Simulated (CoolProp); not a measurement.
A simple Rankine cycle with n-perfluorobutane: condensing at 328.15 K, boiler at 1.79 MPa, turbine inlet 378.6 K, turbine efficiency 0.7, pump efficiency 0.8, no recuperator. Each further row changes one setting.

Values from CoolProp's reference Helmholtz-energy equation of state, Gao 2022.

| case | thermal efficiency (%) | net work (kJ/kg) | heat in (kJ/kg) | turbine exit temperature (K) | volume ratio over the turbine |
|---|---|---|---|---|---|
| as stated | 5.5 | 5.94 | 108 | 355.8 | 3.84 |
| turbine inlet 398.6 K | 5.3 | 6.97 | 132 | 379.3 | 3.38 |
| condensing temperature 320.15 K | 6.4 | 7.46 | 117 | 352.8 | 4.84 |
| boiler pressure 1.25 MPa | 3.9 | 4.56 | 117 | 366.9 | 2.20 |
| turbine efficiency 0.6 | 4.6 | 4.94 | 108 | 356.8 | 3.86 |
